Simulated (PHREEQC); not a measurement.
Consider water at 61 °C with 0.04 mol ZnCl2, 9.2e-05 mol KCl and 5.7e-05 mol FeSO4 per kg of water. Closed to the air; pH follows from the charge balance.

The numbers come from PHREEQC with the ion-association model, phreeqc.dat.

```tsv
quantity	before	after
pH	4.90	6.28
ionic strength (mol/kgw)	0.102	0.000316
Cl- (mol/kgw)	0.0707	9.20e-5
SO4-2 (mol/kgw)	2.70e-5	5.61e-5
FeCl+ (mol/kgw)	1.97e-6	6.50e-9
FeSO4 (mol/kgw)	6.04e-8	8.42e-7
SI of Sylvite (KCl)	-6.50	-9.15
SI of Melanterite (FeSO4:7H2O)	-7.85	-6.71
```

### Question
Name the change that produced these shifts.
(A) diluted 2-fold with water
(B) ZnCl2 left out
(C) FeSO4 from 5.7e-05 to 1.14e-05 mol/kgw
(D) diluted 5-fold with water
(E) ZnCl2 from 0.04 to 0.02 mol/kgw

### Answer
B, ZnCl2 left out

Precipitation was switched off in this run. Constants without temperature data keep their 25 °C values here.
